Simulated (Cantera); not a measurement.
## Premixed flame

A freely propagating, adiabatic, planar premixed flame of H₂ : O₂ : N₂ = 1 : 0.357 : 1.34 (molar parts), unburnt at 700 K and 1.09 atm; mixture-averaged transport, grid criteria slope 0.08 and curve 0.16, no radiation.

Model: the H2/O2 subset of GRI-Mech 3.0, which has no nitrogen chemistry, integrated in Cantera. Burning velocities carry a grid error of a few per cent, more on coarse grids.

| z (mm) | T (K) | u (m/s) | x H₂ | x O₂ | x H | x H₂O | x HO₂ | x O |
|---|---|---|---|---|---|---|---|---|
| -1.30 | 700 | 11.7 | 0.371 | 0.132 | <1e-8 | <1e-8 | <1e-8 | <1e-8 |
| -0.864 | 700 | 11.7 | 0.371 | 0.132 | <1e-8 | <1e-8 | <1e-8 | <1e-8 |
| -0.648 | 700 | 11.7 | 0.371 | 0.132 | <1e-8 | <1e-8 | 1.02e-8 | <1e-8 |
| -0.432 | 700 | 11.7 | 0.371 | 0.132 | 3.43e-7 | 1.06e-7 | 1.24e-6 | <1e-8 |
| -0.216 | 714 | 11.9 | 0.368 | 0.132 | 0.000430 | 0.000779 | 0.000205 | 1.46e-5 |
| -0.108 | 886 | 14.5 | 0.338 | 0.127 | 0.0100 | 0.0169 | 0.000162 | 0.000504 |
| 0 | 1314 | 20.8 | 0.213 | 0.0794 | 0.0600 | 0.115 | 7.26e-5 | 0.00641 |
| 0.108 | 1611 | 25.2 | 0.117 | 0.0230 | 0.0919 | 0.219 | 2.04e-5 | 0.00964 |
| 0.216 | 1745 | 27.0 | 0.103 | 0.0112 | 0.0887 | 0.242 | 9.28e-6 | 0.00899 |
| 0.432 | 1889 | 29.0 | 0.105 | 0.00805 | 0.0748 | 0.250 | 5.95e-6 | 0.00767 |
| 0.864 | 2044 | 31.0 | 0.110 | 0.00599 | 0.0589 | 0.259 | 3.98e-6 | 0.00585 |
| 1.73 | 2195 | 32.9 | 0.113 | 0.00402 | 0.0439 | 0.268 | 2.52e-6 | 0.00394 |
| 3.46 | 2331 | 34.5 | 0.115 | 0.00235 | 0.0308 | 0.279 | 1.49e-6 | 0.00229 |
x: mole fraction of selected species; z is measured from the peak of heat release.

laminar burning velocity: 1170 cm/s
thermal thickness: 0.432 mm
peak x(H): 0.0926
peak x(HO₂): 0.000229
peak x(O): 0.00965
grid points: 137
